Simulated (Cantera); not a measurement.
An isothermal, constant-pressure homogeneous reactor starts with NH3 : N2 = 1 : 1.1 (molar parts), at 1600 K and 1.01 bar. Integrator tolerance rtol = 1e-08.

Cantera simulation using the gas-phase N/H chemistry of the illustrative SiF4/NH3 mechanism in the Surface Chemkin manual (1991); the numbers are that mechanism's predictions, not measurements. Walls and surfaces, which speed up NH3 decomposition in real reactors, are not modelled.

What does this change do: pressure from 1.01 bar to 10.5 Torr?


```tsv
quantity	before	after
x(NH3) at 30.0 s	0.0711 (gas-phase equilibrium 1.13e-5)	0.344 (gas-phase equilibrium 1.56e-7)
x(N2) at 30.0 s	0.517 (gas-phase equilibrium 0.516)	0.522 (gas-phase equilibrium 0.516)
x(N2H2) at 30.0 s	8.17e-9 (gas-phase equilibrium <1e-12)	8.10e-7 (gas-phase equilibrium <1e-12)
x(H2) at 30.0 s	0.412 (gas-phase equilibrium 0.484)	0.134 (gas-phase equilibrium 0.484)
x(H) at 30.0 s	3.05e-5 (gas-phase equilibrium 3.78e-5)	1.77e-5 (gas-phase equilibrium 0.000322)
```

What does this change do: temperature 1600 to 2148 K?


```tsv
quantity	before	after
x(NH3) at 30.0 s	0.0711 (gas-phase equilibrium 1.13e-5)	3.88e-6 (gas-phase equilibrium 3.88e-6)
x(N2) at 30.0 s	0.517 (gas-phase equilibrium 0.516)	0.515 (gas-phase equilibrium 0.515)
x(N2H2) at 30.0 s	8.17e-9 (gas-phase equilibrium <1e-12)	1.79e-12 (gas-phase equilibrium 1.79e-12)
x(H2) at 30.0 s	0.412 (gas-phase equilibrium 0.484)	0.482 (gas-phase equilibrium 0.482)
x(H) at 30.0 s	3.05e-5 (gas-phase equilibrium 3.78e-5)	0.00289 (gas-phase equilibrium 0.00289)
```
